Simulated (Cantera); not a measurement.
A closed system holds: 1 mol SiH4, 0.82 mol NH3, 41 mol H2, 22 mol N2, equilibrated at 727 °C and 75.0 Torr.

Equilibrium computed with Cantera from the NASA thermochemical tables; the gas is ideal and each condensed phase is pure. Candidate condensed phases: Si, Si3N4; 18 gas species. The numbers say what is thermodynamically allowed, not how fast it happens.

Base state: H2 0.670, N2 0.330, NH3 1.83e-5 (mole fractions); condensed: Si3N4(s).

### Question
What changes in the equilibrium state with this change: SiH4 replaced by Si2Cl6?

### Answer
| species | before | after |
|---|---|---|
| H2 | 0.670 | 0.592 |
| N2 | 0.330 | 0.318 |
| HCl | 0 | 0.0903 |
| SiCl4 | 0 | 5.68e-5 |
| NH3 | 1.83e-5 | 1.49e-5 |
| Si3N4(s), mol | 0.333 | 0.665 |
The feed counts by its element totals alone. Further candidate phases: NH4Cl.
